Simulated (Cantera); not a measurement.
Charge: 1 mol B, 2 mol N₂, 1.5 mol H₂, held at 1025 K and 0.000220 bar.

Equilibrium computed with Cantera from the NASA thermochemical tables; the gas is ideal and each condensed phase is pure. Candidate condensed phases: B, BN; 15 gas species. N₂ is the only nitrogen source here; it is nearly inert below about 1500 K, so the nitride shown seldom forms there in practice. Kinetics and transport are ignored.

What is the equilibrium state?


- x(H₂) = 0.500
- x(N₂) = 0.500
- n(BN(s)) = 1.00 mol
- gas amount = 3.000 mol
- log10 activity of B(s) (absent) = -6.20
